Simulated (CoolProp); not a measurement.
Values from CoolProp's reference Helmholtz-energy equation of state, Thol 2019.

**Question.** For decamethylcyclopentasiloxane (D5), give the phase and the density (kg/m³), cp (kJ/(kg K)), fugacity coefficient at 620 K and 1660 kPa; 620 K and 3320 kPa.

**Answer.** 
- 620 K and 1660 kPa: supercritical; density 499, cp 2.41, fugacity coefficient 0.467
- 620 K and 3320 kPa: supercritical; density 571, cp 2.23, fugacity coefficient 0.291
